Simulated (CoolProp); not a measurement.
C3F8 (R218) at 277.47 K and 0.169 MPa flows at 12 m/s in a round tube of 25 mm bore and 1.5 µm roughness, fully developed (64/Re and Nu = 3.66 if laminar; Colebrook and Gnielinski if turbulent). Each further row changes one setting.

The numbers come from the reference Helmholtz-energy equation of state, Lemmon 2006 in CoolProp. It is a short technical equation, of lower accuracy than the large ones.

```csv
case,Reynolds number,Darcy friction factor,pressure drop (Pa/m),heat-transfer coefficient (W/(m² K)),mass flow (kg/h)
as stated,392000,0.0145,602,264,307
velocity 24 m/s,783000,0.0132,2200,480,613
diameter 50 mm,783000,0.0127,264,231,1230
```

Viscosity comes from a separate model (Huber 2003), an estimate that may be off by 10 % or more. Thermal conductivity comes from a separate model (Huber 2003), an estimate that may be off by 10 % or more.
